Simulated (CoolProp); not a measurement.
Carbon monoxide along the isobar 3980 kPa: fugacity coefficient from the reference equation and from simpler models built on Tc = -140.3 °C, pc = 3498 kPa, ω = 0.050; each cubic takes its own stable root.

Model: reference Helmholtz-energy equation of state, Lemmon 2006, in CoolProp. It is a short technical equation, of lower accuracy than the large ones.

```json
[
 {"T (°C)": "-177.55", "phase": "liquid", "reference": "0.1045"},
 {"T (°C)": "-145.65", "phase": "liquid", "reference": "0.5173"},
 {"T (°C)": "-113.65", "phase": "supercritical", "reference": "0.7947"},
 {"T (°C)": "-81.75", "phase": "supercritical", "reference": "0.8878"},
 {"T (°C)": "-49.75", "phase": "supercritical", "reference": "0.9374"},
 {"T (°C)": "-17.85", "phase": "supercritical", "reference": "0.9662"},
 {"T (°C)": "14.15", "phase": "supercritical", "reference": "0.9840"},
 {"T (°C)": "46.15", "phase": "supercritical", "reference": "0.9953"}
]
```

Q: How far does each simpler model (van der Waals, Redlich-Kwong, Peng-Robinson) lie from the reference over these 8 states: mean and median of the absolute difference, and the worst?

A: 
- van der Waals: mean 15.8 %, median 1.9 %, worst +105.7 % at -177.55 °C and 3980 kPa
- Redlich-Kwong: mean 0.6 %, median 0.6 %, worst +1.1 % at -145.65 °C and 3980 kPa
- Peng-Robinson: mean 1.8 %, median 1.7 %, worst -3.2 % at -113.65 °C and 3980 kPa
